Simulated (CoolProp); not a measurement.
A Linde-Hampson liquefier for ethane: isothermal reversible compression at 320 K from 1 atm to 40 MPa, throttling to 1 atm, return gas leaving the recuperator 10 K below the feed. Each further row changes one setting.

The numbers come from the reference Helmholtz-energy equation of state, Bücker 2006 in CoolProp.

```json
[
 {"case": "as stated", "liquid yield per pass": "0.446", "compression work (kJ/kg of gas)": "414"},
 {"case": "high pressure 80 MPa", "liquid yield per pass": "0.395", "compression work (kJ/kg of gas)": "499"},
 {"case": "warm-end temperature 350 K", "liquid yield per pass": "0.376", "compression work (kJ/kg of gas)": "482"},
 {"case": "warm-end gap 15 K", "liquid yield per pass": "0.439", "compression work (kJ/kg of gas)": "414"}
]
```
